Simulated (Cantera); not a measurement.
Feed: 1 mol Si, 0.75 mol HCl, 16 mol H2, equilibrated at 1 atm.

Cantera equilibrium calculation (NASA polynomials, part measured and part estimated; ideal gas, pure solids and liquids). Candidate condensed phases: Si; 19 gas species. The tables' values for SiCl3 are old estimates; treat these amounts as uncertain. Equilibrium is a limit: real reactors are often held back by kinetics, nucleation or transport.

x: gas mole fraction; n: condensed amount in mol.

```
T (K)   x H2     x HCl  x SiHCl3  x SiCl4   x SiCl2  n Si(s)
-----  -----  --------  --------  -------  --------  -------
825    0.986  0.000950   0.00701  0.00546   1.01e-6    0.781
900    0.985   0.00224   0.00668  0.00534   6.90e-6    0.787
975    0.983   0.00456   0.00622  0.00504   3.41e-5    0.798
1050   0.981   0.00823   0.00556      [?]  0.000129    0.815
1125   0.977    0.0133   0.00465      [?]  0.000386    0.838
1200   0.972    0.0195   0.00352      [?]  0.000922    0.863
1275   0.968    0.0256   0.00230      [?]   0.00176    0.888
1350   0.964    0.0304   0.00127      [?]   0.00269    0.906
1425   0.962    0.0331  0.000611      [?]   0.00345    0.916
1500   0.961    0.0344  0.000280      [?]   0.00395    0.919
1575   0.960    0.0348  0.000131      [?]   0.00428    0.920
1650   0.960    0.0349   6.35e-5      [?]   0.00451    0.919
```

Task: What belongs in the gaps?

Result: 
- 1050, x SiCl4: 0.00449
- 1125, x SiCl4: 0.00366
- 1200, x SiCl4: 0.00259
- 1275, x SiCl4: 0.00151
- 1350, x SiCl4: 0.000697
- 1425, x SiCl4: 0.000269
- 1500, x SiCl4: 9.69e-5
- 1575, x SiCl4: 3.55e-5
- 1650, x SiCl4: 1.37e-5
